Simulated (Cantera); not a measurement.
A closed system holds: 1 mol Si, 0.63 mol HCl, 1.2 mol H₂, at 1500 °C and 1.00 bar.

Equilibrium computed with Cantera from the NASA thermochemical tables; the gas is ideal and each condensed phase is pure. Candidate condensed phases: Si; 19 gas species. The tables' values for SiCl₃, SiCl are old estimates; treat these amounts as uncertain. Gases not in the tables: Si₂H₆ and higher silanes. Kinetics and transport are ignored.

Q: What is the equilibrium state?

A: 
```json
{
 "x(H₂)": "0.761",
 "x(HCl)": "0.142",
 "x(SiCl₂)": "0.0852",
 "x(SiCl₃)": "0.00790",
 "x(SiHCl₃)": "0.00156",
 "x(SiCl₄)": "0.00124",
 "x(SiH₂Cl₂)": "0.000353",
 "x(H)": "0.000248",
 "x(Cl)": "3.56e-5",
 "n(Si(l))": "0.825 mol",
 "gas_amount": "1.817 mol"
}
```
